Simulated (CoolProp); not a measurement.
Vapour-liquid equilibrium of n-octane (1) + ethylbenzene (2) at 300.2 K; x and y are mole fractions of (1).

Computed with CoolProp (multi-fluid Helmholtz-energy mixture model, Beckmüller 2019 and Zhou 2012; pair parameters Bell 2016).

```tsv
x	bubble pressure, mixture model (MPa)	bubble pressure, Raoult's law (MPa)	y, mixture model	y, Raoult's law
0.05	0.001515	0.001470	0.098	0.071
0.2	0.001704	0.001570	0.314	0.268
0.35	0.001842	0.001669	0.468	0.441
0.5	0.001944	0.001769	0.593	0.594
0.65	0.002020	0.001868	0.707	0.731
0.8	0.002071	0.001968	0.823	0.854
0.95	0.002098	0.002068	0.952	0.965
```

The largest gap from Raoult's law is +10.4 % in bubble pressure, at x = 0.35. No azeotrope shows between x = 0.05 and 0.95.

The pair parameters rest on a limited set of measurements; away from them the model extrapolates.
